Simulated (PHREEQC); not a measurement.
Dissolve 0.0036 mol Cu(NO3)2, 0.00066 mol HBF4 and 0.21 mol FeCl3 per kg of water at 25 °C. Closed to the air; pH follows from the charge balance.

All values are PHREEQC results (ion-association model, phreeqc.dat), not measurements.

Each row changes one thing in this solution. No solid was allowed to form.

| case | pH | ionic strength (mol/kgw) | Cl- (mol/kgw) | FeCl+2 (mol/kgw) | FeCl2+ (mol/kgw) | Fe+3 (mol/kgw) | SI of Fe(OH)3(a) (Fe(OH)3) | SI of Goethite (FeOOH) |
|---|---|---|---|---|---|---|---|---|
| as made | 1.85 | 0.697 | 0.430 | 0.116 | 0.0405 | 0.0346 | -1.92 | +3.98 |
| diluted 5-fold with water | 1.99 | (withheld) | 0.108 | 0.0140 | 0.00197 | 0.0136 | -1.68 | +4.21 |
| HBF4 from 0.00066 to 0.000726 mol/kgw | 1.85 | 0.697 | 0.430 | 0.116 | 0.0405 | 0.0345 | -1.93 | +3.97 |
| Cu(NO3)2 left out | 1.85 | 0.687 | (withheld) | 0.116 | 0.0407 | 0.0344 | -1.93 | +3.97 |
| Cu(NO3)2 replaced by Cd(NO3)2 at the same molality | 1.85 | (withheld) | 0.426 | 0.116 | 0.0402 | 0.0348 | -1.93 | +3.97 |

Fill in the missing entries.


- diluted 5-fold with water, ionic strength (mol/kgw): 0.194
- Cu(NO3)2 left out, Cl- (mol/kgw): 0.431
- Cu(NO3)2 replaced by Cd(NO3)2 at the same molality, ionic strength (mol/kgw): 0.692

Some of these states are supersaturated (in Hematite (slow to form), Goethite (slow to form), for instance). Real BF4- forms and hydrolyses slowly; the run takes it at equilibrium. Fluoro complexes past AlF4- and FeF3 are missing from the database.
